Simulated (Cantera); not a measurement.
An isothermal, constant-pressure homogeneous reactor starts with CH3OH : O2 : N2 = 0.014 : 0.045 : 1 (molar parts), at 1225 K and 1.18 atm.

Model: GRI-Mech 3.0 (53 species, 325 reactions), integrated in Cantera. GRI-Mech 3.0 was tuned for natural gas; its chemistry of methanol as a main component is partial and can be far from experiment. The temperature is held fixed by assumption; the heat of reaction is taken as removed at once.

x: mole fraction; the columns are a selection and need not sum to one.

```tsv
t (s)	x CH3OH	x O2	x HCO	x C2H6	x CH2CO	x CO
1.00e-6	0.0132	0.0425	<1e-12	<1e-12	<1e-12	2.13e-10
3.05e-6	0.0132	0.0425	<1e-12	<1e-12	<1e-12	7.55e-10
9.32e-6	0.0132	0.0425	<1e-12	<1e-12	<1e-12	…
2.85e-5	0.0132	0.0425	<1e-12	<1e-12	<1e-12	7.49e-9
8.69e-5	0.0132	0.0425	<1e-12	3.64e-12	<1e-12	2.30e-8
0.000265	0.0132	0.0425	<1e-12	5.83e-11	<1e-12	7.07e-8
0.000809	0.0132	0.0425	2.57e-12	4.29e-10	<1e-12	2.21e-7
0.00247	0.0132	0.0425	2.10e-11	1.32e-9	<1e-12	7.78e-7
0.00754	0.0128	0.0423	…	…	4.78e-12	…
0.0230	<1e-12	0.0227	3.39e-12	<1e-12	<1e-12	0.000453
0.0703	<1e-12	0.0225	<1e-12	<1e-12	<1e-12	1.47e-5
0.215	<1e-12	0.0225	<1e-12	<1e-12	<1e-12	7.76e-7
0.655	<1e-12	0.0225	<1e-12	<1e-12	<1e-12	2.81e-8
2.00	<1e-12	0.0225	<1e-12	<1e-12	<1e-12	3.01e-9
```

Fill in the missing entries.


- 9.32e-6, x CO: 2.42e-9
- 0.00754, x HCO: 3.59e-9
- 0.00754, x C2H6: 2.13e-9
- 0.00754, x CO: 2.44e-5
